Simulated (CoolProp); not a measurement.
The numbers come from the reference Helmholtz-energy equation of state, de Reuck 1993 in CoolProp.

### Question
Give the vapour pressure (bar), liquid cp (kJ/(kg K)), liquid viscosity (µPa s) of saturated methanol at 68.55, 71.95 °C.

### Answer
```csv
T (°C),p (bar),liquid cp (kJ/(kg K)),liquid viscosity (µPa s)
68.55,1.19,2.86,311
71.95,1.35,2.89,300
```

Viscosity comes from a separate model (Xiang 2006).
